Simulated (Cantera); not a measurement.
**Si3N4 + F2 + H2 (nitride etching)**

Input: 1 mol Si3N4, 16 mol F2, 8.9 mol H2, equilibrated at 1500 °C and 1.00 bar.

These are equilibrium values from Cantera (NASA tables, ideal gas, pure condensed phases), not measurements of a reactor. Candidate condensed phases: Si, Si3N4; 37 gas species. Equilibrium is a limit: real reactors are often held back by kinetics, nucleation or transport.

```yaml
x(HF): 0.712
x(SiF4): 0.120
x(F): 0.0878
x(N2): 0.0800
x(F2): 0.000131
x(H2F2): 4.75e-6
gas_amount: 25.00 mol
log10 activity of Si(l) (absent): -33.15
```
